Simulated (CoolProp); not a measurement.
Vapour-liquid equilibrium of n-pentane (1) + the fluoroketone C6F12O (FK-5-1-12) (2) at 330.9 K; x and y are mole fractions of (1).

Model: multi-fluid Helmholtz-energy mixture model, Thol 2019 and McLinden 2015; pair parameters Bell 2016, in CoolProp.

| x | bubble pressure (kPa) | y at the bubble point | dew pressure at overall composition x (kPa) | liquid density (mol/L) |
|---|---|---|---|---|
| 0.05 | 157.1 | … | 141.5 | 4.831 |
| 0.125 | … | 0.341 | 151.1 | 4.972 |
| 0.2 | 210.9 | 0.452 | 161.9 | 5.124 |
| 0.275 | 229.0 | 0.525 | 174.3 | … |
| 0.35 | 241.3 | 0.574 | 188.4 | 5.465 |
| 0.425 | 248.9 | 0.607 | 204.5 | 5.661 |
| 0.5 | 253.1 | 0.629 | 222.6 | 5.878 |
| 0.575 | 255.2 | 0.646 | 241.6 | 6.120 |
| 0.65 | 256.0 | 0.661 | 255.5 | 6.390 |
| 0.725 | 255.6 | 0.678 | 250.1 | 6.693 |
| 0.8 | 253.0 | 0.705 | 236.9 | 7.032 |
| 0.875 | 245.4 | 0.754 | … | … |
| 0.95 | 226.2 | 0.857 | … | 7.831 |

**Question.** Complete the blanks.

**Answer.** 
- 0.05, y at the bubble point: 0.168
- 0.125, bubble pressure (kPa): 186.6
- 0.275, liquid density (mol/L): 5.287
- 0.875, dew pressure at overall composition x (kPa): 222.9
- 0.875, liquid density (mol/L): 7.410
- 0.95, dew pressure at overall composition x (kPa): 209.4

y crosses x between x = 0.65 and 0.725: the model has an azeotrope there.

Pair parameters are fitted to limited data, so mixtures are less certain than the pure fluids. With so large a gap from Raoult's law the liquid may split in two, which this calculation doesn't test in full.
